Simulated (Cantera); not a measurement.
An isothermal, constant-pressure homogeneous reactor starts with 1.89 % CH₄, 98.1 % N₂, at 1748 K and 30.8 Torr.

Computed with Cantera and GRI-Mech 3.0 (53 species, 325 reactions). GRI-Mech 3.0 stops at C3 and has no aromatics, soot or wall deposition, so with more carbon than oxygen in the feed, carbon stays in small species such as C2H2 where larger ones or solid carbon would form. Radical loss at walls, strong at low pressure, is not modelled.

x: mole fraction; the columns are a selection and need not sum to one.

```json
[
 {"t (s)": "4.00e-6", "x CH₄": "0.0189", "x CH₃": "7.00e-8", "x C₂H₂": "<1e-12", "x C₂H": "<1e-12", "x C₂H₆": "<1e-12", "x H₂": "3.56e-9", "x H": "6.29e-8"},
 {"t (s)": "2.06e-5", "x CH₄": "0.0189", "x CH₃": "___", "x C₂H₂": "<1e-12", "x C₂H": "<1e-12", "x C₂H₆": "<1e-12", "x H₂": "___", "x H": "___"},
 {"t (s)": "0.000106", "x CH₄": "0.0189", "x CH₃": "2.97e-6", "x C₂H₂": "<1e-12", "x C₂H": "<1e-12", "x C₂H₆": "9.87e-12", "x H₂": "1.20e-6", "x H": "5.67e-7"},
 {"t (s)": "0.000548", "x CH₄": "0.0189", "x CH₃": "1.76e-5", "x C₂H₂": "6.56e-11", "x C₂H": "<1e-12", "x C₂H₆": "1.52e-9", "x H₂": "8.52e-6", "x H": "6.02e-7"},
 {"t (s)": "0.00283", "x CH₄": "0.0188", "x CH₃": "9.27e-5", "x C₂H₂": "5.55e-8", "x C₂H": "<1e-12", "x C₂H₆": "9.68e-8", "x H₂": "4.93e-5", "x H": "7.25e-7"},
 {"t (s)": "0.0146", "x CH₄": "0.0180", "x CH₃": "___", "x C₂H₂": "___", "x C₂H": "___", "x C₂H₆": "___", "x H₂": "___", "x H": "___"},
 {"t (s)": "0.0752", "x CH₄": "0.00815", "x CH₃": "0.000484", "x C₂H₂": "0.00457", "x C₂H": "1.11e-7", "x C₂H₆": "3.24e-6", "x H₂": "0.0148", "x H": "5.16e-5"},
 {"t (s)": "0.388", "x CH₄": "0.00110", "x CH₃": "9.60e-5", "x C₂H₂": "0.00866", "x C₂H": "2.66e-7", "x C₂H₆": "1.16e-7", "x H₂": "0.0260", "x H": "0.000114"},
 {"t (s)": "2.00", "x CH₄": "8.62e-5", "x CH₃": "1.08e-5", "x C₂H₂": "0.00920", "x C₂H": "3.97e-7", "x C₂H₆": "1.33e-9", "x H₂": "0.0275", "x H": "0.000170"}
]
```

### Question
Some entries are withheld; supply them.

### Answer

- 2.06e-5, x CH₃: 4.24e-7
- 2.06e-5, x H₂: 8.19e-8
- 2.06e-5, x H: 2.61e-7
- 0.0146, x CH₃: 0.000444
- 0.0146, x C₂H₂: 3.94e-5
- 0.0146, x C₂H: 1.68e-9
- 0.0146, x C₂H₆: 2.77e-6
- 0.0146, x H₂: 0.000675
- 0.0146, x H: 4.33e-6
